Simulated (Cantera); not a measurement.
A freely propagating, adiabatic, planar premixed flame of H₂ : O₂ : N₂ = 1 : 0.25 : 0.8 (molar parts), equivalence ratio 2.0, unburnt at 475 K and 540000 Pa; mixture-averaged transport, grid criteria slope 0.08 and curve 0.16, no radiation.

Detailed kinetics in Cantera: the H2/O2 subset of GRI-Mech 3.0, which has no nitrogen chemistry. The hydrogen kinetics of GRI-Mech 3.0 are dated; newer H2 mechanisms differ, most at raised pressure. Burning velocities carry a grid error of a few per cent, more on coarse grids.

Q: What does this change do: inlet temperature 475 to 625 K?

A: 
```tsv
quantity	before	after
laminar burning velocity	696 cm/s	1130 cm/s
thermal thickness	0.0459 mm	0.0515 mm
peak x(OH)	0.00500	0.00651
peak x(H₂O₂)	8.38e-5	4.31e-5
peak x(O)	0.00255	0.00325
```
